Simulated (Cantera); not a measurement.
Feed: 1 mol S, 0.28 mol SO2, 0.086 mol O2, at 2525 °C and 22500 Torr.

Method: chemical equilibrium by Gibbs-energy minimisation in Cantera with the NASA 1993 tables (ideal gas, pure condensed phases). Candidate condensed phases: S; 10 gas species. Kinetics and transport are ignored.

Base state: S2 0.462, SO2 0.332, SO 0.157, S2O 0.0318, S 0.0167, O2 0.000101, O 9.90e-5, SO3 2.12e-5 (mole fractions); condensed: gas only.

Q: What changes in the equilibrium state with this change: temperature from 2525 °C to 1252 °C?

A: 
```csv
species,before,after
S2,0.462,0.526
SO2,0.332,0.425
S2O,0.0318,0.0468
SO,0.157,0.00239
S,0.0167,7.17e-6
O2,0.000101,<1e-9
O,9.90e-5,<1e-9
SO3,2.12e-5,1.30e-6
```

Q: What changes in the equilibrium state with this change: temperature from 2525 °C to 2100 °C?

A: 
```csv
species,before,after
S2,0.462,0.503
SO2,0.332,0.387
SO,0.157,0.0684
S,0.0167,0.00323
S2O,0.0318,0.0382
O,9.90e-5,3.63e-6
O2,0.000101,7.02e-6
SO3,2.12e-5,1.31e-5
```

Q: What changes in the equilibrium state with this change: pressure from 22500 Torr to 195000 Torr?

A: 
```
species    before    after
-------  --------  -------
S2          0.462    0.478
SO2         0.332    0.362
SO          0.157   0.0965
S2O        0.0318   0.0583
S          0.0167  0.00576
O         9.90e-5  2.03e-5
O2       0.000101  3.68e-5
SO3       2.12e-5  4.10e-5
```
The ideal-gas law is rough above about 30 bar.
